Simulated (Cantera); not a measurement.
A Cantera script and what it prints.

```python
import numpy as np
import cantera as ct

gas_names = """
    N N2 Zr ZrN
""".split()
cond_names = """
    Zr(a) Zr(b) Zr(L) ZrN(s) ZrN(L)
""".split()


# ... load() reads the species with a 1 bar reference pressure and builds the phases ...
atoms = {
    'Zr': {'Zr': 1},
    'N2': {'N': 2},
}
top_T = {}  # K; cautious upper limits of use, not melting points


# ... equilibrate(T, P, feed) seeds the gas with the atoms and calls Mixture.equilibrate('TP', solver="vcs", rtol=1e-11, max_steps=5000) ...
results = []
feed = {'Zr': 1, 'N2': 8.6}  # mol
T = 1600  # K
P = 1.6  # Pa
mix = equilibrate(T, P, feed)
results.append((T, P, feed, dict(zip(mix.species_names, mix.species_moles))))
print(gas.report(threshold=1e-05))
for i in range(1, mix.n_phases):
    print(f"{mix.phase(i).name:16s} {mix.phase_moles(i):12.5e} mol")
```

Result:

```
       temperature   1600 K
          pressure   1.6 Pa
           density   3.3693e-06 kg/m^3
  mean mol. weight   28.014 kg/kmol
   phase of matter   gas

                          1 kg             1 kmol
                     ---------------   ---------------
          enthalpy        1.4943e+06        4.1861e+07  J
   internal energy        1.0194e+06        2.8558e+07  J
           entropy             11991        3.3592e+05  J/K
    Gibbs function       -1.7692e+07       -4.9562e+08  J
 heat capacity c_p              1252             35072  J/K
 heat capacity c_v            955.16             26758  J/K

                      mass frac. Y      mole frac. X     chem. pot. / RT
                     ---------------   ---------------   ---------------
                N2                 1                 1           -37.256
     [   +3 minor]        8.4756e-11        1.6755e-10

Zr(b)             0.00000e+00 mol
ZrN(s)            1.00000e+00 mol
```

These are equilibrium values from Cantera (NASA tables, ideal gas, pure condensed phases), not measurements of a reactor. ZrN: taken at fixed stoichiometry.
